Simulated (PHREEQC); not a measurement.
Na2CO3 is added in steps, without added water, to 1 kg of water holding 0.99 mmol/kgw H2SO4 and 6.3 mmol/kgw MnSO4, at 60 °C. No oxygen is let in. The system is closed to CO2. Only these solids could form: Rhodochrosite, Pyrochroite, Mirabilite, Nahcolite, Natron.

Base run: PHREEQC, ion-association model, wateq4f.dat. Each further column changes one thing. The table gives pH.

```csv
Na2CO3 added (mol),base,database phreeqc.dat,metal-ligand complexes left out,Davies equation for every ion
0,2.96,2.96,3.02,2.97
0.0009,4.00,4.00,4.06,4.01
0.0018,5.46,5.46,5.38,5.47
0.0027,5.51,5.51,5.42,5.51
0.0036,5.56,5.56,5.46,5.56
0.0045,5.62,5.62,5.52,5.63
0.0054,5.71,5.71,5.60,5.71
0.0063,5.84,5.84,5.73,5.85
0.0072,6.13,6.13,6.03,6.13
0.0081,7.19,7.19,7.18,7.19
0.009,9.12,9.11,9.30,9.11
```

At this temperature some constants are extrapolated from 25 °C, and those without enthalpy data are left unchanged. phreeqc.dat and wateq4f.dat share most of their constants, so their agreement is no independent check. Solids allowed in the column 'database phreeqc.dat': Rhodochrosite, Pyrochroite.
